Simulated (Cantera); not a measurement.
An isothermal, constant-pressure homogeneous reactor starts with H2 : O2 = 0.058 : 1 (molar parts), equivalence ratio 0.029, at 1200 K and 510 Pa.

Model: the H2/O2 subset of GRI-Mech 3.0, which has no nitrogen chemistry, integrated in Cantera. Radical loss at walls, strong at low pressure, is not modelled. The temperature is held fixed by assumption; the heat of reaction is taken as removed at once.

x: mole fraction; the columns are a selection and need not sum to one.

```tsv
t (s)	x H2	x O2	x OH	x H	x HO2
4.00e-6	0.0548	0.945	1.25e-12	7.16e-11	7.28e-11
1.26e-5	0.0548	0.945	1.20e-11	2.18e-10	2.30e-10
4.00e-5	0.0548	0.945	1.07e-10	6.26e-10	7.28e-10
0.000126	0.0548	0.945	8.04e-10	1.63e-9	___
0.000400	0.0548	0.945	5.29e-9	5.25e-9	___
0.00126	0.0548	0.945	8.83e-8	6.95e-8	___
0.00400	0.0542	0.945	0.000179	0.000141	___
0.0126	0.00102	0.903	0.00374	0.00943	1.43e-6
0.0400	0.000891	0.907	0.00351	0.00789	1.40e-6
0.126	0.000656	0.918	0.00302	0.00477	1.31e-6
0.400	0.000280	0.933	0.00199	0.00127	___
1.26	5.42e-5	0.941	0.000878	0.000105	___
4.00	7.00e-6	0.943	0.000317	4.88e-6	___
```

Question: Fill in the missing entries.

Answer: 
- 0.000126, x HO2: 2.30e-9
- 0.000400, x HO2: 7.29e-9
- 0.00126, x HO2: 2.32e-8
- 0.00400, x HO2: 3.92e-7
- 0.400, x HO2: 1.00e-6
- 1.26, x HO2: 4.65e-7
- 4.00, x HO2: 1.20e-7
